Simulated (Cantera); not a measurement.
Cantera run, input and output.

```python
import numpy as np
import cantera as ct

gas = ct.Solution("gri30.yaml")
gas.TPX = 2000, 500000, {'CH4': 1, 'CO2': 0.46}
reactor = ct.IdealGasConstPressureReactor(gas, energy="off", clone=False)
net = ct.ReactorNet([reactor])
net.rtol, net.atol = 1e-08, 1e-18
show = ['CH4', 'CO2', 'H2O', 'CH2', 'H']
times = np.geomspace(1e-05, 90, 12)

steps = ct.SolutionArray(gas, extra=["t"])
rows = []
print(f"{'t/s':>10s}{'T/K':>9s}{'P/Pa':>11s}" + "".join(f"{s:>11s}" for s in show))
for t in times:
    while net.time < t:
        t_next = net.step()
        steps.append(gas.state, t=t_next)
    rows.append([np.interp(t, steps.t, y) for y in (steps.T, steps.P, *steps(*show).X.T)])
    print(f"{t:10.3e}{rows[-1][0]:9.1f}{rows[-1][1]:11.4g}" + "".join(f"{x:11.3e}" for x in rows[-1][2:]))
rate = np.gradient(steps.T, steps.t)
print("integrator steps:", len(steps.t))
if steps.T.max() > steps.T[0] + 200:
    print(f"time of steepest temperature rise: {steps.t[rate.argmax()]:.4e} s")
gas.TPX = 2000, 500000, {'CH4': 1, 'CO2': 0.46}
gas.equilibrate("TP")
print(f"equilibrium (TP): T = {gas.T:.1f} K  " + "  ".join(f"{s} {gas[s].X[0]:.3e}" for s in show))
```

Output:

```
       t/s      T/K       P/Pa        CH4        CO2        H2O        CH2          H
 1.000e-05   2000.0      5e+05  5.603e-01  2.982e-01  1.631e-03  9.818e-06  1.467e-04
 4.287e-05   2000.0      5e+05  3.133e-01  2.328e-01  1.578e-02  5.316e-06  3.136e-04
 1.838e-04   2000.0      5e+05  1.251e-01  1.306e-01  7.418e-02  3.014e-06  4.234e-04
 7.882e-04   2000.0      5e+05  3.693e-02  2.540e-02  1.433e-01  2.083e-06  4.820e-04
 3.379e-03   2000.0      5e+05  2.090e-02  1.049e-02  9.575e-02  1.160e-06  5.225e-04
 1.449e-02   2000.0      5e+05  1.372e-02  3.300e-03  2.792e-02  4.619e-07  5.486e-04
 6.212e-02   2000.0      5e+05  1.008e-02  9.463e-05  7.826e-04  2.403e-07  5.587e-04
 2.663e-01   2000.0      5e+05  9.966e-03  9.159e-07  7.660e-06  2.343e-07  5.590e-04
 1.142e+00   2000.0      5e+05  9.966e-03  9.158e-07  7.659e-06  2.343e-07  5.590e-04
 4.896e+00   2000.0      5e+05  9.966e-03  9.158e-07  7.659e-06  2.343e-07  5.590e-04
 2.099e+01   2000.0      5e+05  9.966e-03  9.158e-07  7.659e-06  2.343e-07  5.590e-04
 9.000e+01   2000.0      5e+05  9.966e-03  9.158e-07  7.659e-06  2.343e-07  5.590e-04
integrator steps: 1812
equilibrium (TP): T = 2000.0 K  CH4 9.966e-03  CO2 9.221e-07  H2O 7.712e-06  CH2 2.343e-07  H 5.590e-04
```

Cantera simulation using GRI-Mech 3.0 (53 species, 325 reactions); the numbers are that mechanism's predictions, not measurements. GRI-Mech 3.0 stops at C3 and has no aromatics, soot or wall deposition, so with more carbon than oxygen in the feed, carbon stays in small species such as C2H2 where larger ones or solid carbon would form.
